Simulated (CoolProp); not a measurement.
A single-stage vapour-compression cycle with the fluid: evaporating at 231.15 K (dew point), condensing at 285.15 K (bubble point), superheat 0 K, subcooling 2 K, compressor efficiency 0.7, no pressure losses. The same conditions are run with several fluids, on thermodynamics alone (safety and materials aside).

Values from CoolProp's reference Helmholtz-energy equation of state of each fluid (hydrogen sulfide: Lemmon 2006; R143a: Lemmon and Jacobsen 2000; R404A: Lemmon 2003; carbon dioxide: Span 1996; cis-2-butene: Lemmon 2005; fluoroethane (R161): Wu 2012). Blends and air are pseudo-pure fits.

```tsv
fluid	cooling COP	pressure ratio	discharge temperature (K)	refrigerating effect (kJ/kg)	volumetric capacity (kJ/m³)
hydrogen sulfide	2.38	6.12	409.9	417	1820
R143a	2.31	6.86	315.2	148	889
R404A	2.24	(withheld)	312.1	(withheld)	(withheld)
carbon dioxide	1.96	5.07	(withheld)	210	(withheld)
cis-2-butene	2.54	(withheld)	(withheld)	347	120
fluoroethane (R161)	2.45	7.75	346.7	(withheld)	683
```

**Question.** What belongs in the gaps?

**Answer.** 
- R404A, pressure ratio: 7.34
- R404A, refrigerating effect (kJ/kg): 128
- R404A, volumetric capacity (kJ/m³): 821
- carbon dioxide, discharge temperature (K): 371.9
- carbon dioxide, volumetric capacity (kJ/m³): 5090
- cis-2-butene, pressure ratio: 11.7
- cis-2-butene, discharge temperature (K): 332.6
- fluoroethane (R161), refrigerating effect (kJ/kg): 323
